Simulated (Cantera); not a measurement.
# Carbon deposition, reforming and gasification: C3H8 + CO2 + N2

Feed: 1 mol C3H8, 1.4 mol CO2, 0.74 mol N2, at 10.0 mbar.

Equilibrium computed with Cantera from the NASA thermochemical tables; the gas is ideal and each condensed phase is pure. Candidate condensed phases: C, C6H6, C7H8, C8H18, H2O; 136 gas species. Equilibrium is a limit: real reactors are often held back by kinetics, nucleation or transport.

From 973 K to 1673 K the condensed part is C(graphite). The main C-bearing gas is CO throughout.

```json
[
 {"T (K)": "973", "log p H2": "-2.28", "log p CO": "-2.43", "log p N2": "-3.01", "log p CO2": "-4.87", "log p H2O": "-4.92", "log p H": "-10.10", "log p HCN": "-8.12", "log p CH4": "-5.44", "n C(graphite)": "1.62"},
 {"T (K)": "1073", "log p H2": "-2.28", "log p CO": "-2.43", "log p N2": "-3.01", "log p CO2": "-5.71", "log p H2O": "-5.59", "log p H": "-8.99", "log p HCN": "-7.45", "log p CH4": "-5.89", "n C(graphite)": "1.60"},
 {"T (K)": "1173", "log p H2": "-2.28", "log p CO": "-2.43", "log p N2": "-3.01", "log p CO2": "-6.42", "log p H2O": "-6.16", "log p H": "-8.07", "log p HCN": "-6.90", "log p CH4": "-6.26", "n C(graphite)": "1.60"},
 {"T (K)": "1273", "log p H2": "-2.28", "log p CO": "-2.43", "log p N2": "-3.01", "log p CO2": "-7.00", "log p H2O": "-6.63", "log p H": "-7.28", "log p HCN": "-6.44", "log p CH4": "-6.58", "n C(graphite)": "1.60"},
 {"T (K)": "1373", "log p H2": "-2.28", "log p CO": "-2.43", "log p N2": "-3.01", "log p CO2": "-7.50", "log p H2O": "-7.04", "log p H": "-6.62", "log p HCN": "-6.04", "log p CH4": "-6.85", "n C(graphite)": "1.60"},
 {"T (K)": "1473", "log p H2": "-2.28", "log p CO": "-2.43", "log p N2": "-3.01", "log p CO2": "-7.93", "log p H2O": "-7.38", "log p H": "-6.04", "log p HCN": "-5.70", "log p CH4": "-7.08", "n C(graphite)": "1.60"},
 {"T (K)": "1573", "log p H2": "-2.28", "log p CO": "-2.43", "log p N2": "-3.01", "log p CO2": "-8.30", "log p H2O": "-7.69", "log p H": "-5.53", "log p HCN": "-5.41", "log p CH4": "-7.29", "n C(graphite)": "1.60"},
 {"T (K)": "1673", "log p H2": "-2.28", "log p CO": "-2.43", "log p N2": "-3.01", "log p CO2": "-8.63", "log p H2O": "-7.96", "log p H": "-5.08", "log p HCN": "-5.14", "log p CH4": "-7.47", "n C(graphite)": "1.59"}
]
```
log p: log10 of the partial pressure in bar; n: condensed amount in mol.
